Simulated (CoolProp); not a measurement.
Vapour-liquid equilibrium of diethyl ether (1) + ethanol (2) at 301.3 K; x and y are mole fractions of (1).

The numbers come from the multi-fluid Helmholtz-energy mixture model, Thol 2014 and Schroeder 2014; pair parameters Bell 2016 in CoolProp.

```csv
x,bubble pressure (MPa),y at the bubble point,dew pressure at overall composition x (MPa),liquid density (mol/L)
0.05,0.01853,0.512,0.009913,16.41
0.2,0.03935,0.798,0.01168,14.85
0.35,0.05204,(withheld),0.01420,13.51
0.5,0.05981,0.896,0.01811,12.35
0.65,(withheld),0.918,0.02494,(withheld)
0.8,0.07128,0.944,0.03961,10.48
0.95,0.07802,0.982,(withheld),9.727
```

### Question
What belongs in the gaps?

### Answer

- 0.35, y at the bubble point: 0.865
- 0.65, bubble pressure (MPa): 0.06556
- 0.65, liquid density (mol/L): 11.35
- 0.95, dew pressure at overall composition x (MPa): 0.07249

No azeotrope shows between x = 0.05 and 0.95.

Pair parameters are fitted to limited data, so mixtures are less certain than the pure fluids. With so large a gap from Raoult's law the liquid may split in two, which this calculation doesn't test in full.
